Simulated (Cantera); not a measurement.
Feed: 1 mol SiCl₄, 2.4 mol HCl, 5.3 mol H₂, equilibrated at 973.15 K and 1 atm.

Cantera equilibrium calculation (NASA polynomials, part measured and part estimated; ideal gas, pure solids and liquids). Candidate condensed phases: Si; 19 gas species. The tables' values for SiCl₃ are old estimates; treat these amounts as uncertain. Kinetics and transport are ignored.

Base state: H₂ 0.608, HCl 0.277, SiCl₄ 0.114, SiHCl₃ 0.00140, SiCl₃ 2.18e-5 (mole fractions); condensed: gas only.

### Question
What changes in the equilibrium state with this change: SiCl₄ replaced by Si?

### Answer
| species | before | after |
|---|---|---|
| H₂ | 0.608 | 0.899 |
| SiCl₄ | 0.114 | 0.0549 |
| SiHCl₃ | 0.00140 | 0.0357 |
| HCl | 0.277 | 0.00778 |
| SiH₃Cl | <1e-9 | 4.14e-5 |
| SiH₂Cl₂ | 1.80e-6 | 0.00242 |
| SiCl₂ | 1.20e-7 | 0.000108 |
| Si(s), mol | 0 | 0.341 |
